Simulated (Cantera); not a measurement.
A closed system holds: 1 mol SiCl4, 3.6 mol HCl, 5.3 mol H2, held at 1 atm.

Cantera equilibrium calculation (NASA polynomials, part measured and part estimated; ideal gas, pure solids and liquids). Candidate condensed phases: Si; 19 gas species. The tables' values for SiCl3 are old estimates; treat these amounts as uncertain. The numbers say what is thermodynamically allowed, not how fast it happens.

x: gas mole fraction; nothing condenses.

```json
[
 {"T (K)": "1023", "x H2": "0.534", "x HCl": "0.365", "x SiCl4": "0.0997", "x SiCl3": "3.90e-5", "x SiHCl3": "0.00124", "x SiCl2": "(withheld)", "x SiH2Cl2": "1.69e-6"},
 {"T (K)": "1073", "x H2": "0.533", "x HCl": "0.366", "x SiCl4": "0.0991", "x SiCl3": "0.000101", "x SiHCl3": "0.00177", "x SiCl2": "(withheld)", "x SiH2Cl2": "3.70e-6"},
 {"T (K)": "1123", "x H2": "0.533", "x HCl": "0.366", "x SiCl4": "0.0983", "x SiCl3": "0.000237", "x SiHCl3": "0.00245", "x SiCl2": "(withheld)", "x SiH2Cl2": "7.49e-6"},
 {"T (K)": "1173", "x H2": "0.532", "x HCl": "0.367", "x SiCl4": "0.0971", "x SiCl3": "0.000515", "x SiHCl3": "0.00328", "x SiCl2": "(withheld)", "x SiH2Cl2": "1.41e-5"},
 {"T (K)": "1223", "x H2": "0.530", "x HCl": "0.369", "x SiCl4": "0.0956", "x SiCl3": "0.00104", "x SiHCl3": "0.00424", "x SiCl2": "(withheld)", "x SiH2Cl2": "2.51e-5"},
 {"T (K)": "1273", "x H2": "0.528", "x HCl": "0.371", "x SiCl4": "0.0933", "x SiCl3": "0.00196", "x SiHCl3": "0.00531", "x SiCl2": "(withheld)", "x SiH2Cl2": "4.18e-5"},
 {"T (K)": "1323", "x H2": "0.525", "x HCl": "0.374", "x SiCl4": "0.0901", "x SiCl3": "0.00347", "x SiHCl3": "0.00641", "x SiCl2": "(withheld)", "x SiH2Cl2": "6.54e-5"},
 {"T (K)": "1373", "x H2": "0.521", "x HCl": "0.379", "x SiCl4": "0.0855", "x SiCl3": "0.00573", "x SiHCl3": "0.00743", "x SiCl2": "(withheld)", "x SiH2Cl2": "9.56e-5"},
 {"T (K)": "1423", "x H2": "0.514", "x HCl": "0.386", "x SiCl4": "0.0792", "x SiCl3": "0.00879", "x SiHCl3": "0.00820", "x SiCl2": "(withheld)", "x SiH2Cl2": "0.000129"}
]
```

### Question
Complete the blanks.

### Answer

- 1023, x SiCl2: 3.22e-7
- 1073, x SiCl2: 1.63e-6
- 1123, x SiCl2: 7.08e-6
- 1173, x SiCl2: 2.69e-5
- 1223, x SiCl2: 9.03e-5
- 1273, x SiCl2: 0.000271
- 1323, x SiCl2: 0.000732
- 1373, x SiCl2: 0.00178
- 1423, x SiCl2: 0.00386
